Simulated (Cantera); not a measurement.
An adiabatic, constant-volume homogeneous reactor starts with CH₄ : H₂ : O₂ : N₂ = 1 : 0.1 : 5.39 : 20.3 (molar parts), equivalence ratio 0.38, at 1475 K and 1300000 Pa.

Model: GRI-Mech 3.0 (53 species, 325 reactions), integrated in Cantera. The pressure lies above the range GRI-Mech 3.0 was tuned for (to about 10 atm).

### Question
Predict: time of steepest temperature rise; temperature at 0.200 s; equilibrium temperature; x(H₂) at 0.200 s; x(O₂) at 0.200 s; x(O) at 0.200 s; x(CO) at 0.200 s.

### Answer
| Item | Result |
|---|---|
| time of steepest temperature rise | 86.2 µs |
| temperature at 0.200 s | 2433 K |
| equilibrium temperature | 2433 K |
| x(H₂) at 0.200 s | 0.000207 (gas-phase equilibrium 0.000207) |
| x(O₂) at 0.200 s | 0.116 (gas-phase equilibrium 0.116) |
| x(O) at 0.200 s | 0.000765 (gas-phase equilibrium 0.000765) |
| x(CO) at 0.200 s | 0.000599 (gas-phase equilibrium 0.000599) |
